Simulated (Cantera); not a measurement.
Input (Python, Cantera) and output of one run.

```python
import numpy as np
import cantera as ct

gas_names = """
    CL CL2 H HCL H2 Si SiCL SiCL2 SiCL3 SiCL4 SiH SiHCL3 SiH2 SiH2CL2 SiH3 SiH3CL SiH4 Si2 Si3
""".split()
cond_names = """
    Si(cr) Si(L)
""".split()


# ... load() reads the species with a 1 bar reference pressure and builds the phases ...
atoms = {
    'SiH4': {'Si': 1, 'H': 4},
    'HCl': {'H': 1, 'CL': 1},
    'H2': {'H': 2},
}
top_T = {}  # K; cautious upper limits of use, not melting points


# ... equilibrate(T, P, feed) seeds the gas with the atoms and calls Mixture.equilibrate('TP', solver="vcs", rtol=1e-11, max_steps=5000) ...
results = []
feed = {'SiH4': 1, 'HCl': 0.12, 'H2': 16}  # mol
T = 1525  # K
P = 7700  # Pa
mix = equilibrate(T, P, feed)
results.append((T, P, feed, dict(zip(mix.species_names, mix.species_moles))))
x = sorted(zip(gas.X, gas.species_names), reverse=True)
print(f"T = {T:g} K  P = {P:g} Pa  gas = {mix.phase_moles(0):.4g} mol")
print("   x: " + "  ".join(f"{s} {v:.3e}" for v, s in x if v > 1e-06))
print("   condensed (mol): " + ("  ".join(f"{mix.phase(i).name} {mix.phase_moles(i):.4g}"
      for i in range(1, mix.n_phases) if mix.phase_moles(i) > 1e-12) or "none"))
```

Output:

```
T = 1525 K  P = 7700 Pa  gas = 18.12 mol
   x: H2 9.934e-01  HCL 6.353e-03  SiCL2 1.330e-04  H 8.497e-05  SiH2 2.042e-06
   condensed (mol): Si(cr) 0.9975
```

Cantera equilibrium calculation (NASA polynomials, part measured and part estimated; ideal gas, pure solids and liquids).
